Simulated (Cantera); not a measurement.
## Adiabatic ignition

An adiabatic, constant-volume homogeneous reactor starts with 3.61 % C3H8, 25.6 % O2, 70.8 % N2, equivalence ratio 0.70, at 1650 K and 20000 Pa.

Computed with Cantera and GRI-Mech 3.0 (53 species, 325 reactions). GRI-Mech 3.0 was tuned for natural gas; its chemistry of propane as a main component is partial and can be far from experiment.

```tsv
t (s)	T (K)	P (bar)	x C3H8	x O2	x HO2	x OH	x O
1.00e-6	1648	0.200	0.0359	0.256	8.63e-6	2.16e-6	1.39e-6
2.49e-6	1645	0.199	0.0355	0.256	4.44e-5	1.68e-5	7.14e-6
6.22e-6	1636	0.199	0.0344	0.255	0.000170	6.67e-5	1.60e-5
1.55e-5	1621	0.198	0.0309	0.253	0.000302	0.000182	2.75e-5
3.87e-5	1636	0.203	0.0190	0.242	0.000466	0.000476	8.52e-5
9.65e-5	2601	0.353	<1e-12	0.0843	5.55e-6	0.0315	0.0316
0.000241	2672	0.361	<1e-12	0.0807	6.59e-6	0.0327	0.0308
0.000601	2763	0.371	<1e-12	0.0795	9.06e-6	0.0329	0.0272
0.00150	2797	0.374	<1e-12	0.0770	1.02e-5	0.0325	0.0250
0.00374	2794	0.373	<1e-12	0.0739	9.87e-6	0.0318	0.0239
0.00932	2793	0.373	<1e-12	0.0727	9.74e-6	0.0315	0.0234
0.0233	2793	0.373	<1e-12	0.0727	9.74e-6	0.0315	0.0234
0.0580	2793	0.373	<1e-12	0.0727	9.74e-6	0.0315	0.0234
0.145	2793	0.373	<1e-12	0.0727	9.74e-6	0.0315	0.0234
0.361	2793	0.373	<1e-12	0.0727	9.74e-6	0.0315	0.0234
0.900	2793	0.373	<1e-12	0.0727	9.74e-6	0.0315	0.0234
```
x: mole fraction; the columns are a selection and need not sum to one.

```json
{
  "time_of_steepest_temperature_rise": "72.9 µs",
  "temperature at 0.900 s": "2793 K",
  "equilibrium_temperature": "2793 K",
  "x(C3H8) at 0.900 s": "<1e-12 (gas-phase equilibrium <1e-12)",
  "x(O2) at 0.900 s": "0.0727 (gas-phase equilibrium 0.0727)",
  "x(HO2) at 0.900 s": "9.74e-6 (gas-phase equilibrium 9.74e-6)"
}
```
